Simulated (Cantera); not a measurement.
What does this Cantera script print?

```python
import numpy as np
import cantera as ct

gas = ct.Solution("gri30.yaml")


def delay(T, t_max=10):
    gas.TPX = T, 500000, {'CH4': 1, 'O2': 2.82, 'N2': 7.04}
    reactor = ct.IdealGasConstPressureReactor(gas, clone=False)
    net = ct.ReactorNet([reactor])
    net.rtol, net.atol = 1e-8, 1e-16
    while net.time < t_max:
        t_old, T_old = net.time, reactor.T
        net.step()
        if reactor.T > T + 400:  # ignition: a rise of 400 K
            return t_old + (T + 400 - T_old) / (reactor.T - T_old) * (net.time - t_old)
    return np.nan


taus = []
for T in [1225, 1275, 1325, 1375, 1425, 1475, 1525, 1575, 1625, 1675]:
    taus.append(delay(T))
    print(f"T0 = {T:6g} K   tau = {taus[-1]:.4e} s")
```

Result:

```
T0 =   1225 K   tau = 4.3367e-03 s
T0 =   1275 K   tau = 2.3377e-03 s
T0 =   1325 K   tau = 1.3000e-03 s
T0 =   1375 K   tau = 7.4512e-04 s
T0 =   1425 K   tau = 4.3985e-04 s
T0 =   1475 K   tau = 2.6731e-04 s
T0 =   1525 K   tau = 1.6723e-04 s
T0 =   1575 K   tau = 1.0769e-04 s
T0 =   1625 K   tau = 7.1345e-05 s
T0 =   1675 K   tau = 4.8586e-05 s
```

Computed with Cantera and GRI-Mech 3.0 (53 species, 325 reactions).
